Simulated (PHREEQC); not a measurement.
Consider water at 48 °C with 52 mmol/kgw NaBr, 0.66 mmol/kgw NH4HF2 and 120 mmol/kgw HF. Closed to the air; pH follows from the charge balance.

Equilibrium calculation in PHREEQC: ion-association model, wateq4f.dat.

```
quantity                   before    after
------------------------  -------  -------
pH                           2.13     2.14
ionic strength (mol/kgw)   0.0614  0.00854
HF (mol/kgw)               0.0907   0.0918
H2F2 (mol/kgw)            0.00917  0.00927
F- (mol/kgw)              0.00675  0.00611
HF2- (mol/kgw)            0.00268  0.00243
```

**Question.** What was changed between the two runs?
(A) diluted 2-fold with water
(B) temperature from 48 to 25 °C
(C) HF from 0.12 to 0.24 mol/kgw
(D) NaBr left out
(E) HF left out

**Answer.** D, NaBr left out

No solid was allowed to form. wateq4f.dat counts part of the HF as a dimer, H2F2, which phreeqc.dat doesn't know; its constant is uncertain. Away from 25 °C the constants follow the database's enthalpies or fits; those with neither stay at their 25 °C values.
